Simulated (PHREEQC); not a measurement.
Make-up at 8.9 °C: 0.01 mol/kgw TMAH. Closed to the air; pH follows from the charge balance.

All values are PHREEQC results (ion-association model, phreeqc.dat), not measurements.

This is a speciation only: nothing precipitates in the calculation.

Task: Estimate the pH.

Result: pH 12.53.

(CH3)4N+ isn't in the database: it is added as a free cation with an ion size of 4 Å. Away from 25 °C the constants follow the database's enthalpies or fits; those with neither stay at their 25 °C values.
